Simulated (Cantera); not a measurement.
Thermodynamics of chlorosilane synthesis and conversion, feed Si + HCl + H2

Charge: 1 mol Si, 0.53 mol HCl, 14 mol H2, held at 1325 K.

These are equilibrium values from Cantera (NASA tables, ideal gas, pure condensed phases), not measurements of a reactor. Candidate condensed phases: Si; 19 gas species. The tables' values for SiCl3 are old estimates; treat these amounts as uncertain. Gases not in the tables: Si2H6 and higher silanes. Rates play no part.

```
P (Pa)   log p H2  log p HCl  log p SiHCl3  log p SiCl2  log p SiH2Cl2  log p SiCl4  n Si(s)
-------  --------  ---------  ------------  -----------  -------------  -----------  -------
10000       -1.01      -2.53         -4.77        -3.60          -5.40        -4.99    0.956
20000       -0.71      -2.24         -4.21        -3.32          -4.82        -4.44    0.953
42000       -0.39      -1.93         -3.62        -3.04          -4.21        -3.87    0.948
85000       -0.08      -1.65         -3.09        -2.79          -3.66        -3.37    0.941
170000       0.22      -1.39         -2.60        -2.56          -3.13        -2.92    0.932
350000       0.53      -1.13         -2.13        -2.35          -2.60        -2.50    0.920
720000       0.85      -0.88         -1.69        -2.16          -2.10        -2.12    0.906
1500000      1.17      -0.63         -1.27        -1.99          -1.61        -1.78    0.890
3000000      1.47      -0.41         -0.90        -1.84          -1.16        -1.49    0.874
```
log p: log10 of the partial pressure in bar; n: condensed amount in mol.

From 0.100 bar to 30.0 bar the condensed part is Si(s). The main Si-bearing gas is SiCl2 at 0.100 bar and SiHCl3 at 30.0 bar. The share of Si in condensed phases is highest at 0.100 bar (95.6 %) and lowest at 30.0 bar (87.4 %).
